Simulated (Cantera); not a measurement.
An isothermal, constant-pressure homogeneous reactor starts with 74.3 % NO, 25.3 % N2, 0.379 % H2O, at 1498 K and 0.690 bar.

Computed with Cantera and GRI-Mech 3.0 (53 species, 325 reactions).

x: mole fraction; the columns are a selection and need not sum to one.

| t (s) | x NO | x N2 | x O2 | x N2O | x O | x NO2 |
|---|---|---|---|---|---|---|
| 1.00e-6 | 0.743 | 0.253 | <1e-12 | 3.42e-9 | 3.28e-9 | 1.36e-10 |
| 4.12e-6 | 0.743 | 0.253 | <1e-12 | 1.41e-8 | 1.19e-8 | 2.14e-9 |
| 1.70e-5 | 0.743 | 0.253 | 1.01e-11 | 5.81e-8 | 3.09e-8 | 2.65e-8 |
| 7.02e-5 | 0.743 | 0.253 | 7.92e-11 | 2.39e-7 | 4.06e-8 | 1.94e-7 |
| 0.000289 | 0.743 | 0.253 | 4.93e-10 | 9.86e-7 | 4.14e-8 | 9.29e-7 |
| 0.00119 | 0.743 | 0.253 | 4.27e-9 | 4.03e-6 | 4.40e-8 | 4.01e-6 |
| 0.00492 | 0.743 | 0.253 | 6.47e-8 | 1.61e-5 | 5.51e-8 | 1.72e-5 |
| 0.0203 | 0.743 | 0.253 | 1.76e-6 | 5.75e-5 | 1.03e-7 | 7.70e-5 |
| 0.0838 | 0.743 | 0.253 | 6.50e-5 | 0.000143 | 2.49e-7 | 0.000297 |
| 0.346 | 0.741 | 0.254 | ___ | 0.000178 | ___ | ___ |
| 1.43 | 0.733 | 0.258 | ___ | 0.000174 | ___ | ___ |
| 5.88 | 0.705 | 0.272 | 0.0185 | 0.000160 | 7.34e-7 | 0.000997 |
| 24.2 | 0.607 | 0.321 | 0.0671 | 0.000117 | 1.29e-6 | 0.00155 |
| 100 | 0.384 | 0.432 | 0.178 | 4.65e-5 | 2.04e-6 | 0.00158 |

Fill in the missing entries.


- 0.346, x O2: 0.000857
- 0.346, x O: 3.49e-7
- 0.346, x NO2: 0.000461
- 1.43, x O2: 0.00441
- 1.43, x O: 4.56e-7
- 1.43, x NO2: 0.000619
